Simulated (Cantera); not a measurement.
Feed: 1 mol PbO, 3.5 mol C, 0.33 mol H2, equilibrated at 1627 °C.

These are equilibrium values from Cantera (NASA tables, ideal gas, pure condensed phases), not measurements of a reactor. Candidate condensed phases: C, C6H6, C7H8, C8H18, H2O, Pb, PbO, PbO2, Pb3O4; 113 gas species. The numbers say what is thermodynamically allowed, not how fast it happens.

x: gas mole fraction; n: condensed amount in mol.

| P (Pa) | x CO | x Pb | x H2 | x H | x Pb2 | n C(graphite) | n Pb(l) |
|---|---|---|---|---|---|---|---|
| 10 | 0.423 | 0.423 | 0.126 | 0.0281 | 1.07e-7 | 2.50 | 0 |
| 68 | 0.427 | 0.427 | 0.135 | … | … | 2.50 | 0 |
| 460 | 0.428 | 0.428 | 0.139 | 0.00436 | 5.03e-6 | 2.50 | 0 |
| 3200 | 0.429 | 0.429 | 0.141 | … | … | 2.50 | 0 |
| 22000 | 0.429 | 0.429 | 0.141 | 0.000636 | 0.000241 | 2.50 | 0 |
| 150000 | 0.497 | 0.338 | 0.164 | 0.000262 | 0.00102 | 2.50 | 0.315 |
| 1000000 | 0.713 | 0.0507 | 0.235 | 0.000122 | 0.000153 | 2.50 | 0.929 |

Q: Complete the blanks.

A: 
- 3200, x H: 0.00166
- 3200, x Pb2: 3.51e-5
- 68, x H: 0.0112
- 68, x Pb2: 7.38e-7
